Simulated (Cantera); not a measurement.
A perfectly stirred reactor is fed with CO : H₂ : O₂ : N₂ = 1 : 0.2 : 0.714 : 2.69 (molar parts), equivalence ratio 0.84, at 760 Torr; it is adiabatic with a 423 K inlet, and is followed from long to short residence time, starting on the burning branch (τ in s: 0.056, 0.032, 0.018, 0.01, 0.006, 0.0034, 0.002, 0.0011, 0.00064, 0.00036, 0.00021, 0.00012, 6.8e-05).

Computed with Cantera and GRI-Mech 3.0 (53 species, 325 reactions).

One state of this run: T (K) = 2179; x CO = 0.0374; x H₂ = 0.00149; x O₂ = 0.0441; x H = 0.00136; x CO₂ = 0.206. x: mole fraction; the columns are a selection and need not sum to one.

Problem. Which value of τ (s) does it belong to?
A. 0.00064
B. 0.056
C. 0.010
D. 6.8e-5

Solution. C, 0.010
